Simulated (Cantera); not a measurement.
Charge: 1 mol (CH3)2SiCl2, 0.041 mol C2H4, 1.9 mol H2, at 0.250 bar.

Cantera equilibrium calculation (NASA polynomials, part measured and part estimated; ideal gas, pure solids and liquids). Candidate condensed phases: C, C6H6, C7H8, C8H18, Si, SiC; 109 gas species. The feed counts by its element totals alone. Kinetics and transport are ignored.

Over these rows the condensed part is C(graphite) + SiC(s). Partial pressures as log10 of bar:

| T (K) | 1000/T (1/K) | log p SiCl2 | log p H2 | log p HCl | log p SiCl4 |
|---|---|---|---|---|---|
| 973 | 1.0277 | -5.98 | -0.69 | -1.68 | -1.77 |
| 1023 | 0.9775 | ? | -0.69 | -1.56 | -1.83 |
| 1073 | 0.9320 | -5.07 | -0.70 | -1.45 | -1.90 |
| 1123 | 0.8905 | -4.69 | -0.71 | -1.37 | -1.98 |
| 1173 | 0.8525 | -4.36 | -0.72 | -1.30 | -2.08 |
| 1223 | 0.8177 | -4.07 | -0.73 | -1.24 | -2.20 |

Fit log p(SiCl2) = a + b·(1000/T) to the five rows, give the apparent enthalpy, and predict the row at 1023 K.

Means: 1000/T = 0.9041, log p = -4.834. Sxy = -0.240656, Sxx = 0.0263678, so b = -9.13 and a = -4.834 − (-9.13)×0.9041 = 3.42.
Apparent enthalpy: −19.145 × (-9.13) = 175 kJ/mol. With the condensed phases at unit activity, 1/2 SiC(s) + 1/2 SiCl4(g) = SiCl2(g) + 1/2 C(graphite) links this pressure to the main gases: over the six rows their terms move log p by -0.22 in all, so the slope isn't that reaction's ΔH° alone. The five rows lie within 0.02 of the line.
Prediction at 1023 K: 3.42 + (-9.13)×0.9775 = -5.50. The computed value is -5.50, 0.00 from the line.
